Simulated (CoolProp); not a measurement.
Vapour-liquid equilibrium of dimethyl carbonate (1) + n-heptane (2) at 429.1 K; x and y are mole fractions of (1).

Computed with CoolProp (multi-fluid Helmholtz-energy mixture model, Zhou 2011 and Span 2003; pair parameters Bell 2016).

```tsv
x	bubble pressure (MPa)	y at the bubble point	dew pressure at overall composition x (MPa)	liquid density (mol/L)
0.05	___	0.127	0.4415	5.633
0.15	0.5423	0.297	0.4792	___
0.25	0.5930	___	0.5211	___
0.35	0.6274	0.485	0.5666	6.391
0.45	0.6493	0.546	0.6125	___
0.55	0.6617	0.600	0.6503	7.101
0.65	0.6660	0.651	0.6660	7.541
0.75	0.6615	0.709	0.6535	8.050
0.85	0.6443	0.785	0.6239	8.638
0.95	0.6044	0.905	___	9.316
```

Problem. Fill in the missing entries.

Solution. 
- 0.05, bubble pressure (MPa): 0.4700
- 0.15, liquid density (mol/L): 5.854
- 0.25, y at the bubble point: 0.407
- 0.25, liquid density (mol/L): 6.105
- 0.45, liquid density (mol/L): 6.721
- 0.95, dew pressure at overall composition x (MPa): 0.5883

y crosses x between x = 0.65 and 0.75: the model has an azeotrope there.

The pair parameters rest on a limited set of measurements; away from them the model extrapolates.
